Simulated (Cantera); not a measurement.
# Adiabatic ignition

An adiabatic, constant-volume homogeneous reactor starts with 2.02 % C3H8, 20.6 % O2, 77.4 % N2, equivalence ratio 0.49, at 998 K and 0.444 atm.

Detailed kinetics in Cantera: GRI-Mech 3.0 (53 species, 325 reactions). GRI-Mech 3.0 was tuned for natural gas; its chemistry of propane as a main component is partial and can be far from experiment. Below about 1000 K GRI-Mech 3.0 lacks low-temperature oxidation paths.

```json
[
 {"t (s)": "2.00e-6", "T (K)": "998", "P (bar)": "0.450", "x C3H8": "0.0202", "x O2": "0.206", "x N2O": "<1e-12", "x H2": "<1e-12", "x CH2": "<1e-12", "x C2H": "<1e-12", "x C2H6": "<1e-12"},
 {"t (s)": "8.53e-6", "T (K)": "998", "P (bar)": "0.450", "x C3H8": "0.0202", "x O2": "0.206", "x N2O": "<1e-12", "x H2": "3.88e-12", "x CH2": "<1e-12", "x C2H": "<1e-12", "x C2H6": "<1e-12"},
 {"t (s)": "3.64e-5", "T (K)": "998", "P (bar)": "0.450", "x C3H8": "0.0202", "x O2": "0.206", "x N2O": "<1e-12", "x H2": "5.55e-11", "x CH2": "<1e-12", "x C2H": "<1e-12", "x C2H6": "<1e-12"},
 {"t (s)": "0.000155", "T (K)": "998", "P (bar)": "0.450", "x C3H8": "0.0202", "x O2": "0.206", "x N2O": "<1e-12", "x H2": "3.16e-10", "x CH2": "<1e-12", "x C2H": "<1e-12", "x C2H6": "<1e-12"},
 {"t (s)": "0.000663", "T (K)": "998", "P (bar)": "0.450", "x C3H8": "0.0202", "x O2": "0.206", "x N2O": "<1e-12", "x H2": "1.57e-9", "x CH2": "<1e-12", "x C2H": "<1e-12", "x C2H6": "4.12e-11"},
 {"t (s)": "0.00283", "T (K)": "998", "P (bar)": "0.450", "x C3H8": "0.0202", "x O2": "0.206", "x N2O": "<1e-12", "x H2": "1.39e-8", "x CH2": "<1e-12", "x C2H": "<1e-12", "x C2H6": "3.73e-9"},
 {"t (s)": "0.0121", "T (K)": "998", "P (bar)": "0.450", "x C3H8": "0.0202", "x O2": "0.206", "x N2O": "<1e-12", "x H2": "3.81e-7", "x CH2": "<1e-12", "x C2H": "<1e-12", "x C2H6": "4.04e-7"},
 {"t (s)": "0.0515", "T (K)": "998", "P (bar)": "0.450", "x C3H8": "0.0201", "x O2": "0.206", "x N2O": "1.56e-12", "x H2": "3.16e-6", "x CH2": "<1e-12", "x C2H": "<1e-12", "x C2H6": "6.16e-6"},
 {"t (s)": "0.220", "T (K)": "998", "P (bar)": "0.450", "x C3H8": "0.0199", "x O2": "0.205", "x N2O": "8.32e-12", "x H2": "1.97e-5", "x CH2": "<1e-12", "x C2H": "<1e-12", "x C2H6": "3.64e-5"},
 {"t (s)": "0.937", "T (K)": "1027", "P (bar)": "0.466", "x C3H8": "0.0140", "x O2": "0.200", "x N2O": "2.12e-10", "x H2": "0.00132", "x CH2": "1.04e-10", "x C2H": "<1e-12", "x C2H6": "0.000608"},
 {"t (s)": "4.00", "T (K)": "2288", "P (bar)": "1.06", "x C3H8": "<1e-12", "x O2": "0.0966", "x N2O": "5.66e-7", "x H2": "0.000461", "x CH2": "<1e-12", "x C2H": "<1e-12", "x C2H6": "<1e-12"}
]
```
x: mole fraction; the columns are a selection and need not sum to one.

- time of steepest temperature rise = 0.947 s
- temperature at 4.00 s = 2288 K
- equilibrium temperature = 2288 K
- x(C3H8) at 4.00 s = <1e-12 (gas-phase equilibrium <1e-12)
- x(O2) at 4.00 s = 0.0966 (gas-phase equilibrium 0.0966)
- x(N2O) at 4.00 s = 5.66e-7 (gas-phase equilibrium 5.66e-7)
